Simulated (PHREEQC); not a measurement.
A column of 1 m (30 cells, dispersivity 0.08 m, 3600 s a shift, diffusion coefficient 3e-10 m²/s) holds 0.07 eq of the database's cation exchanger X per kg of pore water, first in equilibrium with 9.7 mmol/kgw NH4Cl, 5.1 mmol/kgw LiCl, 0.78 mmol/kgw KBr and 0.01 mmol/kgw HCl. It is flushed with 0.081 mol NaCl, 0.00078 mol KCl and 1e-05 mol HCl per kg of water, at 25 °C. Values are for the last cell. No CO2 enters from the air. No solid was allowed to form.

Base run: PHREEQC, ion-association model, phreeqc.dat. Each further column changes one thing. The table gives Na in solution (mol/kgw).

```csv
pore volumes,base,exchange capacity from 0.07 to 0.035 eq/kgw,dispersivity from 0.08 to 0.16 m
0,0,0,0
0.2833,2.17e-10,5.63e-8,1.33e-6
0.6833,0.00136,0.00447,0.00579
0.95,0.0126,0.0218,0.0194
1.217,0.0292,0.0410,0.0336
1.617,0.0485,0.0600,0.0494
1.883,0.0565,0.0669,0.0565
2.15,0.0620,0.0712,0.0616
2.417,0.0658,0.0740,0.0653
2.817,0.0698,0.0766,0.0693
3.083,0.0717,0.0777,0.0712
3.35,0.0732,0.0786,0.0726
3.75,0.0750,0.0794,0.0744
4.017,0.0760,0.0798,0.0753
```
